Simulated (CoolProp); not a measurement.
Vapour-liquid equilibrium of CH2F2 (R32) (1) + R227EA (2) at 0.0966 MPa; x and y are mole fractions of (1).

The numbers come from the multi-fluid Helmholtz-energy mixture model, Tillner-Roth 1997 and Lemmon 2016; pair parameters Bell 2016 in CoolProp.

**Question.** Give the bubble temperature and the first vapour's composition at x = 0.2, 0.65, 0.8. Is there an azeotrope?

**Answer.** x = 0.2: 239.6 K, y = 0.613; x = 0.65: 225.3 K, y = 0.904; x = 0.8: 223.2 K, y = 0.942. No azeotrope shows between x = 0.05 and 0.95.

Pair parameters are fitted to limited data, so mixtures are less certain than the pure fluids.
